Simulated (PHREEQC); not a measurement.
PHREEQC input (ion-association model, wateq4f.dat):

```
SOLUTION_MASTER_SPECIES
  An  An-  0  An  62.0  # stands for a non-complexing anion
SOLUTION_SPECIES
  An- = An-
    -log_k 0
    -gamma 3.0 0
PHASES
  Fix_H+
    H+ = H+
    -log_k 0
SOLUTION 1
  temp 25
  units mmol/kgw
  pH 7 charge
  Cl 20.044
  Ni 10
  S(6) 0.59
  Ag 1.18
  Pb 0.022
  Na 5
  An 5
END
SELECTED_OUTPUT 1
  -reset false
  -pH true
  -pe true
  -ionic_strength true
  -water true
  -totals Ag Cl Na Ni Pb S S(-2) S(6)
  -molalities Hfo_wOH Hfo_wOH2+ Hfo_wO- Hfo_sOH Hfo_sOH2+ Hfo_sO- Hfo_sONi+ Hfo_wONi+ Hfo_wSO4- Hfo_wOHSO4-2
    Hfo_sOPb+ Hfo_wOPb+ Hfo_sOAg Hfo_wOAg
  -saturation_indices Litharge Anglesite Cotunnite Laurionite Larnakite Ni(OH)2 Ni4(OH)6SO4 Cerargyrite Ag2O Ag2SO4
    Halite Mirabilite Morenosite
USER_PUNCH 1
  -headings sigma psi
  10 PUNCH EDL("sigma", "Hfo"), EDL("psi", "Hfo")
PRINT
  -reset false
USE solution 1
SURFACE 1
  Hfo_wOH 0.00539326 600 2.4
  Hfo_sOH 0.000134831
EQUILIBRIUM_PHASES 1
  Fix_H+ -4 HAn 10
    -force_equality true
  O2(g) -0.68 10
END
# ... the last block is repeated for the other 16 points of pH, with NaOH or the acid as the point needs
```

Selected output (columns that matter, 17 of 17 rows; pH added in front):

```
pH	mu	Ag	Cl	Na	Ni	Pb	S	si_Litharge	si_Anglesite	si_Cotunnite	si_Larnakite	si_Ni(OH)2	si_Ni4(OH)6SO4	si_Cerargyrite
4	0.03635	0.0011799	0.020044	0.005	0.0099943	2.5432e-06	6.2543e-07	-10.752	-4.9168	-4.9159	-10.459	-5.1153	-23.935	3.0957
4.5	0.035826	0.0011798	0.020044	0.005	0.0099643	4.527e-07	1.3967e-06	-10.501	-5.3141	-5.6635	-10.605	-4.1149	-20.583	3.0956
5	0.035234	0.0011797	0.020044	0.005	0.0098914	1.7207e-07	4.1414e-06	-9.9197	-5.259	-6.0814	-9.9687	-3.1163	-17.114	3.0955
5.5	0.034446	0.0011797	0.020044	0.005	0.0097268	1.2968e-07	1.4668e-05	-9.0418	-4.8286	-6.202	-8.6603	-2.1212	-13.581	3.0955
6	0.032193	0.0011797	0.020044	0.005	0.0090273	9.6896e-08	3.9118e-05	-8.1662	-4.514	-6.3216	-7.4703	-1.1465	-10.244	3.0952
6.5	0.03102	0.0011793	0.020043	0.0071397	0.00791	6.7786e-08	5.0538e-05	-7.327	-4.5465	-6.4789	-6.6635	-0.2002	-7.33	3.0946
7	0.030262	0.0011788	0.020043	0.0086287	0.0071377	5.6554e-08	6.1744e-05	-6.4287	-4.5488	-6.5782	-5.7675	0.7574	-4.4004	3.0941
7.5	0.029921	0.0011784	0.020042	0.0095026	0.0067251	5.8623e-08	0.00010671	-5.4833	-4.3589	-6.6316	-4.6322	1.7312	-1.2606	3.0938
8	0.02991	0.0011782	0.020042	0.0099981	0.006573	8.242e-08	0.00020202	-4.5078	-4.1031	-6.6559	-3.4009	2.717	1.9633	3.0936
8.5	0.030018	0.001178	0.020042	0.010435	0.0065546	1.6852e-07	0.00033624	-3.524	-3.8954	-6.672	-2.2094	3.7038	5.1341	3.0935
9	0.029798	0.0011778	0.020042	0.011449	0.0065914	4.7334e-07	0.00046189	-2.5675	-3.792	-6.7144	-1.1494	4.6643	8.1228	3.0932
9.5	0.02828	0.0011772	0.020042	0.015454	0.006685	1.3781e-06	0.00054143	-1.7673	-3.8865	-6.9087	-0.4438	5.4776	10.481	3.0921
10	0.026627	0.0011744	0.020042	0.022318	0.0068678	2.3614e-06	0.00057892	-1.384	-4.42	-7.5182	-0.594	5.8699	11.134	3.0899
10.5	0.02766	0.0011629	0.020042	0.026364	0.0070473	2.7441e-06	0.00058859	-1.3552	-5.3745	-8.4897	-1.5197	5.8913	10.236	3.0849
11	0.030629	0.0011174	0.020042	0.029927	0.0072016	3.4623e-06	0.00058982	-1.5197	-6.5501	-9.6566	-2.8597	5.7173	8.5293	3.066
11.5	0.035491	0.00095185	0.020042	0.034985	0.0074038	6.0289e-06	0.00058993	-1.8434	-7.8938	-10.976	-4.5271	5.3923	6.2094	2.9907
12	0.045816	0.00057951	0.020042	0.045523	0.007768	1.2409e-05	0.00058994	-2.3577	-9.4454	-12.479	-6.5931	4.9738	3.4983	2.7576
```

Along this series the solution becomes supersaturated in solids that the run did not let form, among them Ni(OH)2, Ni4(OH)6SO4, Cerargyrite, Ag2O. Complexes and solids missing from the database can't appear.
